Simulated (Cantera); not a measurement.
Input: 1 mol N2O, 0.17 mol H2O, 3.9 mol N2, at 48.0 Pa.

Method: chemical equilibrium by Gibbs-energy minimisation in Cantera with the NASA 1993 tables (ideal gas, pure condensed phases). Candidate condensed phases: H2O; 24 gas species. The numbers say what is thermodynamically allowed, not how fast it happens. All values below are at 3023 K.

Base state: N2 0.764, O 0.177, H 0.0528, NO 0.00335, O2 0.00101, N 0.000644, OH 0.000257, H2 4.67e-5 (mole fractions); condensed: gas only.

### Question
What changes in the equilibrium state with this change: 0.88 mol H2S added?

### Answer
```
species   before     after
-------  -------  --------
N2         0.764     0.544
H         0.0528     0.231
O          0.177     0.123
S              0    0.0944
SO             0   0.00321
SH             0   7.26e-5
S2             0   5.85e-5
SO2            0   2.26e-5
H2       4.67e-5  0.000892
```
Further candidate phases: H2SO4, S.
